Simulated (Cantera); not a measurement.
Input: 1 mol TEOS, 10 mol H2O, 0.17 mol H2, equilibrated at 10.0 mbar.

Cantera equilibrium calculation (NASA polynomials, part measured and part estimated; ideal gas, pure solids and liquids). Candidate condensed phases: C, C6H6, C7H8, C8H18, H2O, Si, SiC, SiO2; 123 gas species. The feed counts by its element totals alone. The tables hold silica as quartz up to 1696 K and as liquid above; real silica turns to tridymite and cristobalite and melts near 1996 K. Rates play no part.

x: gas mole fraction; n: condensed amount in mol.

| T (K) | x H2 | x CO | x H2O | x CO2 | x H | x SiO | x OH | n SiO2(β-quartz) | n SiO2(condensed) |
|---|---|---|---|---|---|---|---|---|---|
| 1025 | 0.621 | 0.237 | 0.0950 | 0.0470 | 3.43e-8 | <1e-12 | 1.40e-11 | 1.00 | 0 |
| 1125 | 0.612 | 0.246 | 0.104 | 0.0380 | 3.48e-7 | <1e-12 | 3.08e-10 | 1.00 | 0 |
| 1225 | 0.605 | 0.253 | 0.111 | [?] | [?] | [?] | [?] | 1.00 | 0 |
| 1325 | 0.601 | 0.257 | 0.115 | [?] | [?] | [?] | [?] | 1.00 | 0 |
| 1425 | 0.597 | 0.261 | 0.119 | 0.0229 | 5.27e-5 | 8.73e-8 | 2.30e-7 | 1.000 | 0 |
| 1525 | 0.594 | 0.264 | 0.122 | 0.0201 | 0.000182 | 1.70e-6 | 1.16e-6 | 1.000 | 0 |
| 1625 | 0.591 | 0.266 | 0.124 | 0.0179 | 0.000543 | 2.28e-5 | 4.79e-6 | 0.999 | 0 |
| 1725 | 0.589 | 0.267 | 0.126 | 0.0162 | 0.00143 | 0.000222 | 1.68e-5 | 0 | 0.994 |

Q: What belongs in the gaps?

A: 
- 1325, x CO2: 0.0266
- 1325, x H: 1.27e-5
- 1325, x SiO: 2.84e-9
- 1325, x OH: 3.55e-8
- 1225, x CO2: 0.0314
- 1225, x H: 2.42e-6
- 1225, x SiO: 5.22e-11
- 1225, x OH: 4.03e-9
